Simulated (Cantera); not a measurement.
Charge: 1 mol Pb, 19 mol H2, equilibrated at 850 °C.

Cantera equilibrium calculation (NASA polynomials, part measured and part estimated; ideal gas, pure solids and liquids). Candidate condensed phases: Pb; 4 gas species. Kinetics and transport are ignored.

Task: What share of the Pb ends up in condensed phases as a function of P (Pa), at 10, 52, 270, 1400, 7200, 37000, 190000, 1000000?

Result: 
| P (Pa) | Pb condensed (%) | as |
|---|---|---|
| 10 | 0.0 | - |
| 52 | 0.0 | - |
| 270 | 0.0 | - |
| 1400 | 74.8 | Pb(l) |
| 7200 | 95.2 | Pb(l) |
| 37000 | 99.1 | Pb(l) |
| 190000 | 99.8 | Pb(l) |
| 1000000 | 100.0 | Pb(l) |
